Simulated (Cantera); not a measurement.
Mixture: CH4 : O2 : N2 = 1 : 4.35 : 16.3 (molar parts), equivalence ratio 0.46, at 0.360 bar, adiabatic and at constant volume. Ignition delay is the time to a rise of 400 K.

Cantera simulation using GRI-Mech 3.0 (53 species, 325 reactions); the numbers are that mechanism's predictions, not measurements.

Predict: delay at 1225 K; delay at 1425 K; delay at 1625 K; delay at 1825 K; delay at 2025 K; apparent activation energy between 1825 and 2025 K.

delay at 1225 K: 46.2 ms
delay at 1425 K: 4.07 ms
delay at 1625 K: 0.799 ms
delay at 1825 K: 0.239 ms
delay at 2025 K: 91.1 µs
apparent activation energy between 1825 and 2025 K: 150 kJ/mol
